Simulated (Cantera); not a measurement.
Input (Python, Cantera):

```python
import numpy as np
import cantera as ct

gas = ct.Solution("gri30.yaml")


def delay(T, t_max=10):
    gas.TPX = T, 1300000, {'CH4': 1, 'O2': 1.82, 'N2': 6.84}
    reactor = ct.IdealGasReactor(gas, clone=False)
    net = ct.ReactorNet([reactor])
    net.rtol, net.atol = 1e-8, 1e-16
    while net.time < t_max:
        t_old, T_old = net.time, reactor.T
        net.step()
        if reactor.T > T + 400:  # ignition: a rise of 400 K
            return t_old + (T + 400 - T_old) / (reactor.T - T_old) * (net.time - t_old)
    return np.nan


taus = []
for T in [1100, 1200, 1300, 1400, 1500, 1600, 1700]:
    taus.append(delay(T))
    print(f"T0 = {T:6g} K   tau = {taus[-1]:.4e} s")
```

Result:

```
T0 =   1100 K   tau = 1.3069e-02 s
T0 =   1200 K   tau = 3.5197e-03 s
T0 =   1300 K   tau = 1.0975e-03 s
T0 =   1400 K   tau = 3.7963e-04 s
T0 =   1500 K   tau = 1.4286e-04 s
T0 =   1600 K   tau = 5.7970e-05 s
T0 =   1700 K   tau = 2.5409e-05 s
```

Cantera simulation using GRI-Mech 3.0 (53 species, 325 reactions); the numbers are that mechanism's predictions, not measurements. The pressure lies above the range GRI-Mech 3.0 was tuned for (to about 10 atm).
